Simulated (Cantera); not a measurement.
# CH2F2 + H2 (fluorocarbon and chlorocarbon gases)

Charge: 1 mol CH2F2, 0.13 mol H2, equilibrated at 5.55 Torr.

These are equilibrium values from Cantera (NASA tables, ideal gas, pure condensed phases), not measurements of a reactor. Candidate condensed phases: C, C6H6, C7H8, C8H18; 95 gas species. Rates play no part.

From 1350 °C to 2450 °C the condensed part is C(graphite). The main C-bearing gas is C2H2 (acetylene) at 1350 °C and C3 at 2450 °C.

| T (°C) | log p HF | log p H | log p H2 | log p F | log p C3 | log p CF | n C(graphite) |
|---|---|---|---|---|---|---|---|
| 1350 | -2.16 | -5.83 | -3.35 | -8.85 | <-14 | -12.19 | 1.000 |
| 1450 | -2.16 | -5.41 | -3.35 | -8.18 | -14.01 | -11.20 | 1.000 |
| 1550 | -2.16 | -5.04 | -3.35 | -7.58 | -12.64 | -10.33 | 1.000 |
| 1650 | -2.16 | -4.70 | -3.36 | -7.03 | -11.41 | -9.54 | 1.000 |
| 1750 | -2.16 | -4.40 | -3.37 | -6.54 | -10.31 | -8.83 | 1.000 |
| 1850 | -2.16 | -4.14 | -3.38 | -6.09 | -9.32 | -8.18 | 1.000 |
| 1950 | -2.16 | -3.90 | -3.41 | -5.68 | -8.42 | -7.59 | 0.999 |
| 2050 | -2.16 | -3.69 | -3.46 | -5.29 | -7.59 | -7.03 | 0.999 |
| 2150 | -2.17 | -3.52 | -3.53 | -4.92 | -6.84 | -6.52 | 0.998 |
| 2250 | -2.17 | -3.37 | -3.63 | -4.57 | -6.15 | -6.03 | 0.997 |
| 2350 | -2.18 | -3.25 | -3.75 | -4.23 | -5.51 | -5.56 | 0.993 |
| 2450 | -2.19 | -3.15 | -3.88 | -3.91 | -4.92 | -5.12 | 0.982 |
log p: log10 of the partial pressure in bar; n: condensed amount in mol.
